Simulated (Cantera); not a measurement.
Input: 1 mol Si(CH3)4, 0.0083 mol C2H4, 12 mol H2, 2.6 mol HCl, at 0.00640 bar.

Method: chemical equilibrium by Gibbs-energy minimisation in Cantera with the NASA 1993 tables (ideal gas, pure condensed phases). Candidate condensed phases: C, C6H6, C7H8, C8H18, Si, SiC; 109 gas species. Gases not in the tables: Si2H6 and higher silanes. Rates play no part.

Problem. What share of the Si ends up in condensed phases as a function of T (K), at 1198, 1298, 1398, 1498, 1598, 1698, 1798, 1898, 1998, 2098?

Solution. 
```tsv
T (K)	Si condensed (%)	as
1198	99.7	SiC(s)
1298	99.6	SiC(s)
1398	99.4	SiC(s)
1498	99.1	SiC(s)
1598	98.7	SiC(s)
1698	98.1	SiC(s)
1798	97.3	SiC(s)
1898	96.2	SiC(s)
1998	94.4	SiC(s)
2098	89.9	SiC(s)
```
